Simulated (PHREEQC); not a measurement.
Consider water at 21 °C with 0.005 mol/kgw PbCl2. Closed to the air; pH follows from the charge balance.

The numbers come from PHREEQC with the ion-association model, phreeqc.dat.

No solid was allowed to form.

Problem. What pH does the model give?

Solution. pH 5.12.

Problem. In which forms is Pb present?

Solution. Pb+2 83 %, PbCl+ 17 % of the Pb.
